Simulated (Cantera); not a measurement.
Charge: 1 mol Si, 0.043 mol O2, 3 mol N2, equilibrated at 1702 °C and 1.00 bar.

Equilibrium computed with Cantera from the NASA thermochemical tables; the gas is ideal and each condensed phase is pure. Candidate condensed phases: Si, SiO2, Si2N2O, Si3N4; 16 gas species. Mutual solubility and eutectic melting of coexisting phases are not modelled. Rates play no part.

Base state: N2 0.998, SiO 0.00197 (mole fractions); condensed: Si2N2O(s) + Si3N4(s).

### Question
What changes in the equilibrium state with this change: pressure from 1.00 bar to 0.840 Pa?

### Answer
| species | before | after |
|---|---|---|
| N2 | 0.998 | 0.750 |
| Si | 7.78e-6 | 0.228 |
| SiO | 0.00197 | 0.0215 |
| Si2 | 1.83e-8 | 0.000132 |
| SiN | 2.15e-6 | 0.000158 |
| Si2N | 6.96e-7 | 1.26e-5 |
| Si2N2O(s), mol | 0.0813 | 0 |
| Si3N4(s), mol | 0.278 | 0 |
The tables' values for SiN are old estimates; treat these amounts as uncertain.
